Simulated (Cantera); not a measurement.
# PbO + O2 + H2 (iron carbonyl, mercury and lead vapours)

A closed system holds: 1 mol PbO, a varied amount of O2, 0.31 mol H2, held at 1200 K and 10.0 mbar.

Method: chemical equilibrium by Gibbs-energy minimisation in Cantera with the NASA 1993 tables (ideal gas, pure condensed phases). Candidate condensed phases: H2O, Pb, PbO, PbO2, Pb3O4; 12 gas species. Each liquid is taken as pure. Mutual solubility and eutectic melting of coexisting phases are not modelled. Rates play no part.

From 0.065 mol O2 to 0.1 mol O2 the condensed part is Pb(l) + PbO(l). From 0.16 mol O2 to 2.6 mol O2 the condensed part is PbO(l). The main Pb-bearing gas is Pb at 0.065 mol O2 and PbO at 2.6 mol O2.

| n(O2) (mol) | log p H2O | log p O2 | log p Pb | log p PbO | log p H2 | log p OH | log p Pb2 | n Pb(l) | n PbO(l) |
|---|---|---|---|---|---|---|---|---|---|
| 0.065 | -2.03 | -8.76 | -3.19 | -4.17 | -5.55 | -8.06 | -7.62 | 0.158 | 0.818 |
| 0.1 | -2.03 | -8.76 | -3.19 | -4.17 | -5.55 | -8.06 | -7.62 | 0.0884 | 0.888 |
| 0.16 | -2.01 | -3.80 | -5.67 | -4.17 | -8.01 | -6.81 | -12.58 | 0 | 0.998 |
| 0.26 | -2.13 | -2.60 | -6.27 | -4.17 | -8.73 | -6.57 | -13.78 | 0 | 0.997 |
| 0.41 | -2.26 | -2.35 | -6.40 | -4.17 | -8.99 | -6.57 | <-14 | 0 | 0.996 |
| 0.65 | -2.42 | -2.21 | -6.46 | -4.17 | -9.21 | -6.62 | <-14 | 0 | 0.994 |
| 1 | -2.57 | -2.14 | -6.50 | -4.17 | -9.40 | -6.68 | <-14 | 0 | 0.992 |
| 1.6 | -2.76 | -2.09 | -6.53 | -4.17 | -9.61 | -6.75 | <-14 | 0 | 0.988 |
| 2.6 | -2.95 | -2.05 | -6.54 | -4.17 | -9.82 | -6.84 | <-14 | 0 | 0.981 |
log p: log10 of the partial pressure in bar; n: condensed amount in mol.
